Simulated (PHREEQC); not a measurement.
A made-up water analysis in mg/L, 60 °C, pH 2.37, pe 12.1: Na 596; K 8.56; Ca 89.4; Mg 111; Cl 130; S(6) as SO4 2200; P as PO4 4.75; Ni 2.72.

Cl is adjusted to close the charge balance.
Valence states are taken as typed.

Computed with PHREEQC (ion-association model, wateq4f.dat).

Question: The ionic strength comes out as 0.0531 mol/kgw. What activity coefficients do Ni+2, Ca+2, Na+, HSO4-, SO4-2 get?

Answer: Ni+2 0.42, Ca+2 0.44, Na+ 0.81, HSO4- 0.81, SO4-2 0.43.

No solid was allowed to form. Species that the database lacks are ignored. H3PO4, which wateq4f.dat lacks, is added to it with the constant of phreeqc.dat. Away from 25 °C the constants follow the database's enthalpies or fits; those with neither stay at their 25 °C values. The database has no phosphate complexes of Ni.
